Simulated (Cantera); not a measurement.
Feed: 1 mol Cu₂O, 260 mol H₂, 0.19 mol H₂O, at 1500 K and 133 Pa.

Equilibrium computed with Cantera from the NASA thermochemical tables; the gas is ideal and each condensed phase is pure. Candidate condensed phases: Cu, CuO, Cu(OH)₂, Cu₂O, H₂O; 12 gas species. Rates play no part.

Base state: H₂ 0.989, Cu 0.00617, H₂O 0.00454, H 0.000479 (mole fractions); condensed: Cu(l).

### Question
What changes in the equilibrium state with this change: temperature from 1500 K to 1748 K?

### Answer
```json
[
 {"species": "H₂", "before": "0.989", "after": "0.982"},
 {"species": "Cu", "before": "0.00617", "after": "0.00760"},
 {"species": "H", "before": "0.000479", "after": "0.00620"},
 {"species": "H₂O", "before": "0.00454", "after": "0.00452"},
 {"species": "Cu(l), mol", "before": "0.383", "after": "0"}
]
```

### Question
What changes in the equilibrium state with this change: temperature from 1500 K to 1925 K?

### Answer
| species | before | after |
|---|---|---|
| H₂ | 0.989 | 0.962 |
| H | 0.000479 | 0.0257 |
| Cu | 0.00617 | 0.00753 |
| OH | 6.29e-8 | 1.03e-5 |
| H₂O | 0.00454 | 0.00447 |
| Cu(l), mol | 0.383 | 0 |
